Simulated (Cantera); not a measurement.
A perfectly stirred reactor is fed with CH4 : CO2 : H2 = 1 : 0.87 : 0.29 (molar parts), at 14.0 bar; it is held at 1425 K, and followed from long to short residence time.

Detailed kinetics in Cantera: GRI-Mech 3.0 (53 species, 325 reactions). The pressure lies above the range GRI-Mech 3.0 was tuned for (to about 10 atm).

One state of this run: x CH4 = 0.269; x CO2 = 0.178; x H2 = 0.133; x CO = 0.190; x H2O = 0.166; x H2O2 = <1e-12. x: mole fraction; the columns are a selection and need not sum to one.

**Question.** Which value of τ (s) does it belong to?
(A) 5.9
(B) 0.026
(C) 0.67
(D) 2.0

**Answer.** D, 2.0
